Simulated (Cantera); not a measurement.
An isothermal, constant-pressure homogeneous reactor starts with C₂H₆ : N₂ = 1 : 2.6 (molar parts), at 1825 K and 13300 Pa. Integrator tolerance rtol = 1e-08.

Cantera simulation using GRI-Mech 3.0 (53 species, 325 reactions); the numbers are that mechanism's predictions, not measurements. GRI-Mech 3.0 stops at C3 and has no aromatics, soot or wall deposition, so with more carbon than oxygen in the feed, carbon stays in small species such as C2H2 where larger ones or solid carbon would form.

Problem. What does this change do: temperature 1825 to 1700 K?

Solution. 
```
quantity                                             before                                      after
----------------  -----------------------------------------  -----------------------------------------
x(C₂H₆) at 100 s    8.90e-9 (gas-phase equilibrium 5.63e-9)    4.34e-8 (gas-phase equilibrium 2.83e-8)
x(H) at 100 s     0.000725 (gas-phase equilibrium 0.000725)  0.000242 (gas-phase equilibrium 0.000242)
x(CH₃) at 100 s     2.34e-5 (gas-phase equilibrium 1.87e-5)    2.08e-5 (gas-phase equilibrium 1.68e-5)
x(C₂H₂) at 100 s        0.178 (gas-phase equilibrium 0.112)        0.178 (gas-phase equilibrium 0.116)
x(C₂H₄) at 100 s  0.000165 (gas-phase equilibrium 0.000104)  0.000407 (gas-phase equilibrium 0.000265)
x(C₂H) at 100 s     3.52e-6 (gas-phase equilibrium 2.22e-6)    6.76e-7 (gas-phase equilibrium 4.40e-7)
x(HCN) at 100 s      0.000317 (gas-phase equilibrium 0.132)      1.80e-5 (gas-phase equilibrium 0.125)
```

Problem. What does this change do: N2 2.6 to 3.5 parts?

Solution. 
| quantity | before | after |
|---|---|---|
| x(C₂H₆) at 100 s | 8.90e-9 (gas-phase equilibrium 5.63e-9) | 5.68e-9 (gas-phase equilibrium 3.33e-9) |
| x(H) at 100 s | 0.000725 (gas-phase equilibrium 0.000725) | 0.000673 (gas-phase equilibrium 0.000673) |
| x(CH₃) at 100 s | 2.34e-5 (gas-phase equilibrium 1.87e-5) | 1.87e-5 (gas-phase equilibrium 1.43e-5) |
| x(C₂H₂) at 100 s | 0.178 (gas-phase equilibrium 0.112) | 0.153 (gas-phase equilibrium 0.0893) |
| x(C₂H₄) at 100 s | 0.000165 (gas-phase equilibrium 0.000104) | 0.000123 (gas-phase equilibrium 7.15e-5) |
| x(C₂H) at 100 s | 3.52e-6 (gas-phase equilibrium 2.22e-6) | 3.27e-6 (gas-phase equilibrium 1.90e-6) |
| x(HCN) at 100 s | 0.000317 (gas-phase equilibrium 0.132) | 0.000343 (gas-phase equilibrium 0.129) |
